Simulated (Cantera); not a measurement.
A perfectly stirred reactor is fed with H₂ : O₂ : N₂ = 1.1 : 1 : 3.4 (molar parts), equivalence ratio 0.55, at 0.523 atm; it is held at 1300 K, and followed from long to short residence time.

Model: GRI-Mech 3.0 (53 species, 325 reactions), integrated in Cantera. The temperature is held fixed by assumption; the heat of reaction is taken as removed at once.

Problem. Predict: x(H₂) at τ = 7.60 s; x(O₂) at τ = 7.60 s; x(H₂O₂) at τ = 7.60 s; x(H₂O) at τ = 7.60 s; x(NO₂) at τ = 7.60 s; x(H₂) at τ = 0.100 s; x(O₂) at τ = 0.100 s; x(H₂O₂) at τ = 0.100 s; x(H₂O) at τ = 0.100 s; x(NO₂) at τ = 0.100 s.

Solution. 
```json
{
 "x(H₂) at τ = 7.60 s": "2.56e-5",
 "x(O₂) at τ = 7.60 s": "0.0909",
 "x(H₂O₂) at τ = 7.60 s": "1.28e-7",
 "x(H₂O) at τ = 7.60 s": "0.222",
 "x(NO₂) at τ = 7.60 s": "1.27e-8",
 "x(H₂) at τ = 0.100 s": "0.000458",
 "x(O₂) at τ = 0.100 s": "0.0909",
 "x(H₂O₂) at τ = 0.100 s": "9.69e-7",
 "x(H₂O) at τ = 0.100 s": "0.221",
 "x(NO₂) at τ = 0.100 s": "3.21e-9"
}
```
